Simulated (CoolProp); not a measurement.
Vapour-liquid equilibrium of cyclohexane (1) + o-xylene (2) at 294.3 K; x and y are mole fractions of (1).

Values from CoolProp's multi-fluid Helmholtz-energy mixture model, Zhou 2014 and Zhou 2012; pair parameters Bell 2016.

Problem. Give the bubble pressure and the first vapour's composition at x = 0.125, 0.35, 0.95. Is there an azeotrope?

Solution. x = 0.125: 0.02721 bar, y = 0.769; x = 0.35: 0.05486 bar, y = 0.910; x = 0.95: 0.1045 bar, y = 0.994. No azeotrope shows between x = 0.05 and 0.95.

Pair parameters are fitted to limited data, so mixtures are less certain than the pure fluids.
